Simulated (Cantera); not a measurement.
A closed system holds: 1 mol SiH2Cl2, a varied amount of N2, held at 1198.15 K and 0.00430 bar.

Method: chemical equilibrium by Gibbs-energy minimisation in Cantera with the NASA 1993 tables (ideal gas, pure condensed phases). Candidate condensed phases: NH4Cl, Si, Si3N4; 28 gas species. N2 is the only nitrogen source here; it is nearly inert below about 1500 K, so the nitride shown seldom forms there in practice. Kinetics and transport are ignored.

**Question.** What share of the Si ends up in condensed phases as a function of n(N2) (mol), at 12, 33, 53, 73, 94, 110, 130, 150, 170, 200, 220, 240, 260?

**Answer.** 
```csv
n(N2) (mol),Si condensed (%),as
12,85.7,Si3N4(s)
33,88.3,Si3N4(s)
53,89.4,Si3N4(s)
73,90.1,Si3N4(s)
94,90.6,Si3N4(s)
110,90.8,Si3N4(s)
130,91.1,Si3N4(s)
150,91.4,Si3N4(s)
170,91.6,Si3N4(s)
200,91.8,Si3N4(s)
220,91.9,Si3N4(s)
240,92.1,Si3N4(s)
260,92.2,Si3N4(s)
```
